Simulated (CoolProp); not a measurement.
Values from CoolProp's reference Helmholtz-energy equation of state, Lemmon 2006. It is a short technical equation, of lower accuracy than the large ones.

For C3F8 (R218), give the phase and the cp (kJ/(kg K)), Joule-Thomson coefficient (K/MPa), Prandtl number at 368.6 K and 3.96 MPa.


- 368.6 K and 3.96 MPa: supercritical; cp 2.11, Joule-Thomson coefficient 9.05, Prandtl number 2.30

Viscosity comes from a separate model (Huber 2003), an estimate that may be off by 10 % or more. Thermal conductivity comes from a separate model (Huber 2003), an estimate that may be off by 10 % or more.
